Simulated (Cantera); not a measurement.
Charge: 1 mol Si2H6, 4.3 mol O2, 0.2 mol H2, equilibrated at 625 °C and 1330 Pa.

Cantera equilibrium calculation (NASA polynomials, part measured and part estimated; ideal gas, pure solids and liquids). Candidate condensed phases: H2O, Si, SiO2; 18 gas species. The feed counts by its element totals alone. Rates play no part.

Base state: H2O 0.821, O2 0.179 (mole fractions); condensed: SiO2(β-quartz).

Question: What changes in the equilibrium state with this change: 0.94 mol CH4 added?

Answer: 
| species | before | after |
|---|---|---|
| H2O | 0.821 | 0.489 |
| H2 | <1e-9 | 0.355 |
| CO2 | 0 | 0.119 |
| O2 | 0.179 | <1e-9 |
| CO | 0 | 0.0372 |
| SiO2(β-quartz), mol | 2.00 | 2.00 |
Further candidate phases: C, C6H6, C7H8, C8H18, SiC.
